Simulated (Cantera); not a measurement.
Input (Python, Cantera) and output of one run.

```python
import numpy as np
import cantera as ct

gas_names = """
    F F2 N NF NF2 NF3 N2 Si SiF SiF2 SiF3 SiF4 SiN Si2 Si2N Si3
""".split()
cond_names = """
    Si(cr) Si(L) Si3N4(a)
""".split()


# ... load() reads the species with a 1 bar reference pressure and builds the phases ...
atoms = {
    'Si': {'Si': 1},
    'NF3': {'N': 1, 'F': 3},
    'N2': {'N': 2},
    'F2': {'F': 2},
}
top_T = {'Si3N4(a)': 2400}  # K; cautious upper limits of use, not melting points


# ... equilibrate(T, P, feed) seeds the gas with the atoms and calls Mixture.equilibrate('TP', solver="vcs", rtol=1e-11, max_steps=5000) ...
results = []
feed = {'Si': 1, 'NF3': 0.61, 'N2': 5.9, 'F2': 1.2}  # mol
P = 41000  # Pa
for T in [648, 723, 798, 873, 948, 1023, 1098, 1173]:
    mix = equilibrate(T, P, feed)
    results.append((T, P, feed, dict(zip(mix.species_names, mix.species_moles))))

top = {s: max(r[3][s] / sum(r[3][g] for g in gas_names) for r in results) for s in gas_names}
cols = sorted((s for s in top if top[s] > 0.0001), key=lambda s: -top[s])[:9]
seen = [c for c in cond_names if any(r[3].get(c, 0) > 1e-12 for r in results)]
print("log10 of partial pressures in bar; condensed amounts in mol")
print(f"{'T/K':>10s}" + "".join(f"{s[:9]:>10s}" for s in cols + seen))
for T, P, feed, n in results:
    ng = sum(n[g] for g in gas_names)
    print(f"{T:10.4g}" + "".join(f"{np.log10(max(n[s] / ng * P / 1e5, 1e-99)):10.3f}" for s in cols)
          + "".join(f"{n.get(c, 0):10.4g}" for c in seen))
```

Result:

```
log10 of partial pressures in bar; condensed amounts in mol
       T/K        N2      SiF4         F        F2       NF3
       648    -0.457    -1.247    -5.151    -3.644    -2.378
       723    -0.457    -1.248    -4.127    -2.957    -2.447
       798    -0.458    -1.250    -3.351    -2.514    -2.672
       873    -0.460    -1.252    -2.803    -2.340    -3.144
       948    -0.461    -1.254    -2.427    -2.366    -3.799
      1023    -0.463    -1.255    -2.173    -2.524    -4.558
      1098    -0.464    -1.257    -2.021    -2.796    -5.415
      1173    -0.465    -1.258    -1.947    -3.151    -6.338
```

Method: chemical equilibrium by Gibbs-energy minimisation in Cantera with the NASA 1993 tables (ideal gas, pure condensed phases).
